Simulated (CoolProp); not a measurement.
A single-stage vapour-compression cycle with carbonyl sulfide: evaporating at 253.15 K (dew point), condensing at 302.15 K (bubble point), superheat 8 K, subcooling 5 K, compressor efficiency 0.9, no pressure losses. Each further row changes one setting.

The numbers come from the reference Helmholtz-energy equation of state, Lemmon 2006 in CoolProp. It is a short technical equation, of lower accuracy than the large ones.

| case | cooling COP | pressure ratio | discharge temperature (K) | refrigerating effect (kJ/kg) | volumetric capacity (kJ/m³) |
|---|---|---|---|---|---|
| as stated | [?] | 4.14 | 359.9 | 236 | 2370 |
| evaporating temperature 258.15 K | 4.45 | [?] | [?] | 238 | [?] |
| condensing temperature 297.15 K | 4.38 | 3.66 | 350.4 | 243 | 2440 |
| subcooling 10 K | 3.95 | 4.14 | 359.9 | 243 | 2440 |
| superheat 18 K | 3.79 | 4.14 | 371.9 | 243 | 2330 |
| compressor efficiency 0.8 | [?] | 4.14 | 369.1 | 236 | 2370 |

What belongs in the gaps?


- as stated, cooling COP: 3.84
- evaporating temperature 258.15 K, pressure ratio: 3.49
- evaporating temperature 258.15 K, discharge temperature (K): 353.3
- evaporating temperature 258.15 K, volumetric capacity (kJ/m³): 2810
- compressor efficiency 0.8, cooling COP: 3.42
